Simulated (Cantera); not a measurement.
Input: 1 mol SiHCl3, 1.5 mol N2, equilibrated at 2098 K and 0.473 Torr.

Equilibrium computed with Cantera from the NASA thermochemical tables; the gas is ideal and each condensed phase is pure. Candidate condensed phases: NH4Cl, Si, Si3N4; 28 gas species. The tables' values for SiCl, SiCl3, SiN are old estimates; treat these amounts as uncertain. Equilibrium is a limit: real reactors are often held back by kinetics, nucleation or transport.

Base state: N2 0.393, SiCl2 0.236, HCl 0.192, Cl 0.109, H2 0.0252, H 0.0195, Si 0.0156, SiCl 0.00897 (mole fractions); condensed: gas only.

Q: What changes in the equilibrium state with this change: temperature from 2098 K to 1600 K?

A: 
```json
[
 {"species": "N2", "before": "0.393", "after": "0.433"},
 {"species": "SiCl2", "before": "0.236", "after": "0.266"},
 {"species": "HCl", "before": "0.192", "after": "0.259"},
 {"species": "Cl", "before": "0.109", "after": "0.00364"},
 {"species": "Si", "before": "0.0156", "after": "2.64e-6"},
 {"species": "H", "before": "0.0195", "after": "0.000264"},
 {"species": "SiCl3", "before": "0.00118", "after": "0.0194"},
 {"species": "H2", "before": "0.0252", "after": "0.0148"},
 {"species": "Si2", "before": "1.52e-5", "after": "<1e-9"},
 {"species": "SiH", "before": "3.39e-5", "after": "1.76e-8"},
 {"species": "SiN", "before": "5.11e-5", "after": "3.76e-8"},
 {"species": "SiCl4", "before": "5.93e-6", "after": "0.00348"}
]
```
The tables' values for SiCl3, SiCl are old estimates; treat these amounts as uncertain.

Q: What changes in the equilibrium state with this change: pressure from 0.473 Torr to 1.58 Torr?

A: 
| species | before | after |
|---|---|---|
| N2 | 0.393 | 0.410 |
| SiCl2 | 0.236 | 0.262 |
| HCl | 0.192 | 0.215 |
| Cl | 0.109 | 0.0684 |
| Si | 0.0156 | 0.00396 |
| H | 0.0195 | 0.0104 |
| H2 | 0.0252 | 0.0240 |
| SiCl4 | 5.93e-6 | 2.87e-5 |
| Si2 | 1.52e-5 | 3.27e-6 |
| SiCl3 | 0.00118 | 0.00275 |
| SiH | 3.39e-5 | 1.53e-5 |
